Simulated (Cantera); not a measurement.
Input: 1 mol Si3N4, 30 mol Cl2, 2.6 mol N2, 0.00039 mol HF, at 0.0100 bar.

Equilibrium computed with Cantera from the NASA thermochemical tables; the gas is ideal and each condensed phase is pure. Candidate condensed phases: NH4Cl, Si, Si3N4; 49 gas species. The tables' values for SiCl3 are old estimates; treat these amounts as uncertain. Rates play no part.

x: gas mole fraction; nothing condenses.

```csv
T (K),x Cl,x Cl2,x N2,x SiCl4,x SiCl3,x SiCl2,x HCl
898,0.000621,0.759,0.146,0.0949,1.83e-11,<1e-12,1.23e-5
973,0.00223,0.758,0.145,0.0948,2.96e-10,<1e-12,1.23e-5
1048,0.00669,0.754,0.145,0.0946,3.20e-9,<1e-12,1.23e-5
1123,0.0173,0.744,0.144,0.0941,2.51e-8,<1e-12,1.22e-5
1198,0.0394,0.725,0.143,0.0931,1.52e-7,2.19e-12,1.21e-5
1273,___,0.689,0.140,0.0911,7.42e-7,___,1.18e-5
1348,0.149,0.629,0.135,0.0879,3.05e-6,5.33e-10,1.14e-5
1423,0.249,0.541,0.127,0.0831,1.09e-5,5.68e-9,1.08e-5
1498,0.377,0.428,0.118,0.0770,3.51e-5,5.12e-8,1.00e-5
1573,___,___,___,___,0.000105,___,___
1648,0.641,0.196,0.0989,0.0642,0.000302,3.13e-6,8.37e-6
1723,0.733,0.115,0.0921,0.0592,0.000845,2.26e-5,7.80e-6
1798,0.791,0.0639,0.0878,0.0548,0.00227,0.000152,7.43e-6
```

**Question.** Fill in the missing entries.

**Answer.** 
- 1273, x Cl: 0.0805
- 1273, x SiCl2: 3.96e-11
- 1573, x Cl: 0.516
- 1573, x Cl2: 0.305
- 1573, x N2: 0.108
- 1573, x SiCl4: 0.0703
- 1573, x SiCl2: 4.13e-7
- 1573, x HCl: 9.15e-6
